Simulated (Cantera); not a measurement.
## Ignition delay

Mixture: CH4 : O2 : N2 = 1 : 4.3 : 11.2 (molar parts), at 34.5 atm, adiabatic and at constant pressure. Ignition delay is the time to a rise of 400 K.

Model: GRI-Mech 3.0 (53 species, 325 reactions), integrated in Cantera. The pressure lies above the range GRI-Mech 3.0 was tuned for (to about 10 atm).

| T0 (K) | delay (ms) |
|---|---|
| 1175 | 1.07 |
| 1225 | 0.569 |
| 1275 | 0.318 |
| 1325 | 0.186 |
| 1375 | 0.113 |
| 1425 | 0.0705 |
| 1475 | 0.0454 |
| 1525 | 0.0300 |
| 1575 | 0.0203 |

```yaml
apparent activation energy between 1475 and 1575 K: 160 kJ/mol
```
